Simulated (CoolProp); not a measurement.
Model: reference Helmholtz-energy equation of state, Zhou 2012, in CoolProp.

Problem. Give the vapour pressure (kPa), liquid density (kg/m³), vapour density (kg/m³), liquid viscosity (µPa s) of saturated m-xylene at 557.7, 599.9 K.

Solution. 
```csv
T (K),p (kPa),liquid density (kg/m³),vapour density (kg/m³),liquid viscosity (µPa s)
557.7,1650,567,55.0,80.4
599.9,2870,457,124,51.7
```

Viscosity comes from a separate model (Cao 2016).
